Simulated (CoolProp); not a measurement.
n-perfluorobutane along the isobar 0.7 MPa: Z from the reference equation and from simpler models built on Tc = 113.2 °C, pc = 2.322 MPa, ω = 0.372; each cubic takes its own stable root.

The numbers come from the reference Helmholtz-energy equation of state, Gao 2022 in CoolProp.

| T (°C) | phase | reference | Pitzer virial | van der Waals | Soave-Redlich-Kwong |
|---|---|---|---|---|---|
| 74.95 | gas | 0.8369 | 0.8451 | 0.8705 | 0.8317 |
| 81.65 | gas | 0.8495 | 0.8555 | 0.8772 | 0.8443 |
| 88.45 | gas | 0.8609 | 0.8651 | 0.8834 | 0.8558 |
| 95.25 | gas | 0.8711 | 0.8740 | 0.8892 | 0.8662 |
| 102.05 | gas | 0.8803 | 0.8821 | 0.8946 | 0.8757 |
| 108.85 | gas | 0.8886 | 0.8896 | 0.8997 | 0.8844 |
| 115.65 | gas | 0.8962 | 0.8966 | 0.9044 | 0.8923 |
| 122.45 | gas | 0.9032 | 0.9030 | 0.9088 | 0.8996 |
| 129.25 | gas | 0.9096 | 0.9090 | 0.9129 | 0.9064 |
| 136.05 | gas | 0.9154 | 0.9145 | 0.9167 | 0.9126 |
| 142.85 | gas | 0.9208 | 0.9196 | 0.9204 | 0.9183 |
| 149.65 | gas | 0.9258 | 0.9244 | 0.9238 | 0.9236 |
| 156.45 | gas | 0.9304 | 0.9289 | 0.9270 | 0.9286 |
| 163.25 | gas | 0.9347 | 0.9331 | 0.9300 | 0.9332 |
| 170.05 | gas | 0.9387 | 0.9369 | 0.9329 | 0.9375 |
| 176.85 | gas | 0.9425 | 0.9406 | 0.9356 | 0.9415 |
